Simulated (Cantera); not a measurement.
A freely propagating, adiabatic, planar premixed flame of H₂ : O₂ : N₂ : H₂O = 1 : 1 : 5 : 0.15 (molar parts), unburnt at 373 K and 100.0 Torr; mixture-averaged transport, grid criteria slope 0.08 and curve 0.16, no radiation.

Detailed kinetics in Cantera: the H2/O2 subset of GRI-Mech 3.0, which has no nitrogen chemistry. Burning velocities carry a grid error of a few per cent, more on coarse grids. Lean hydrogen flames are cellular in practice and burn faster than this planar one.

Question: What does this change do: inlet temperature 373 to 600 K?

Answer: 
```json
[
 {"quantity": "laminar burning velocity", "before": "55.6 cm/s", "after": "256 cm/s"},
 {"quantity": "thermal thickness", "before": "5.34 mm", "after": "6.25 mm"},
 {"quantity": "peak x(OH)", "before": "0.00262", "after": "0.00511"},
 {"quantity": "peak x(H₂O₂)", "before": "2.31e-5", "after": "2.10e-6"},
 {"quantity": "peak x(O)", "before": "0.00359", "after": "0.00824"}
]
```
